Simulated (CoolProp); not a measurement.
Model: reference Helmholtz-energy equation of state, Lemmon 2006, in CoolProp. It is a short technical equation, of lower accuracy than the large ones.

**Question.** For carbon monoxide, give the phase and the cp (kJ/(kg K)), cv (kJ/(kg K)), speed of sound (m/s), Joule-Thomson coefficient (K/MPa) at 259.4 K and 3910 kPa.

**Answer.** 
- 259.4 K and 3910 kPa: supercritical; cp 1.14, cv 0.756, speed of sound 333, Joule-Thomson coefficient 2.87
